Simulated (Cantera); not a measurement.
Cantera run:

```python
import numpy as np
import cantera as ct

gas_names = """
    AL ALCL ALCL2 ALCL3 ALN AL2 AL2CL6 CL CL2 N N2
""".split()
cond_names = """
    AL(cr) AL(L) ALCL3(s) ALCL3(L) ALN(s)
""".split()


# ... load() reads the species with a 1 bar reference pressure and builds the phases ...
atoms = {
    'AlN': {'AL': 1, 'N': 1},
    'Cl2': {'CL': 2},
}
top_T = {'ALN(s)': 2750}  # K; cautious upper limits of use, not melting points


# ... equilibrate(T, P, feed) seeds the gas with the atoms and calls Mixture.equilibrate('TP', solver="vcs", rtol=1e-11, max_steps=5000) ...
results = []
feed = {'AlN': 1, 'Cl2': 2.4}  # mol
P = 18000  # Pa
for T in [1275, 1350, 1425, 1500, 1575, 1650, 1725, 1800, 1875, 1950, 2025]:
    mix = equilibrate(T, P, feed)
    results.append((T, P, feed, dict(zip(mix.species_names, mix.species_moles))))

top = {s: max(r[3][s] / sum(r[3][g] for g in gas_names) for r in results) for s in gas_names}
cols = sorted((s for s in top if top[s] > 1e-06), key=lambda s: -top[s])[:8]
seen = [c for c in cond_names if any(r[3].get(c, 0) > 1e-12 for r in results)]
print("log10 of partial pressures in bar; condensed amounts in mol")
print(f"{'T/K':>10s}" + "".join(f"{s[:9]:>10s}" for s in cols + seen))
for T, P, feed, n in results:
    ng = sum(n[g] for g in gas_names)
    print(f"{T:10.4g}" + "".join(f"{np.log10(max(n[s] / ng * P / 1e5, 1e-99)):10.3f}" for s in cols)
          + "".join(f"{n.get(c, 0):10.4g}" for c in seen))
```

Result:

```
log10 of partial pressures in bar; condensed amounts in mol
       T/K        CL     ALCL3       CL2        N2     ALCL2    AL2CL6      ALCL
      1275    -2.596    -1.128    -1.182    -1.429    -8.653    -4.532   -14.852
      1350    -2.316    -1.131    -1.193    -1.432    -7.970    -4.787   -13.645
      1425    -2.069    -1.135    -1.210    -1.436    -7.358    -5.017   -12.561
      1500    -1.852    -1.142    -1.238    -1.443    -6.805    -5.228   -11.576
      1575    -1.664    -1.152    -1.279    -1.453    -6.300    -5.423   -10.674
      1650    -1.503    -1.165    -1.338    -1.466    -5.835    -5.607    -9.837
      1725    -1.369    -1.180    -1.419    -1.481    -5.402    -5.780    -9.050
      1800    -1.262    -1.197    -1.524    -1.497    -4.992    -5.942    -8.300
      1875    -1.181    -1.213    -1.655    -1.514    -4.600    -6.093    -7.579
      1950    -1.121    -1.228    -1.809    -1.528    -4.221    -6.230    -6.880
      2025    -1.081    -1.240    -1.980    -1.540    -3.855    -6.352    -6.203
```

Method: chemical equilibrium by Gibbs-energy minimisation in Cantera with the NASA 1993 tables (ideal gas, pure condensed phases). The tables' values for AlCl2 are old estimates; treat these amounts as uncertain.
